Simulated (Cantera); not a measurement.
Feed: 1 mol C2F6, 0.059 mol F2, 0.19 mol H2, equilibrated at 1048.15 K and 0.0150 bar.

Equilibrium computed with Cantera from the NASA thermochemical tables; the gas is ideal and each condensed phase is pure. Candidate condensed phases: C, C6H6, C7H8, C8H18; 95 gas species. The feed counts by its element totals alone. Gases not in the tables: C2F6 and larger saturated fluorocarbons. Equilibrium is a limit: real reactors are often held back by kinetics, nucleation or transport.

Q: What is the equilibrium state?

A: 
```
Quantity            Value
--------------  ---------
x(CF4)              0.791
x(HF)               0.209
n(C(graphite))  0.566 mol
gas amount      1.815 mol
```
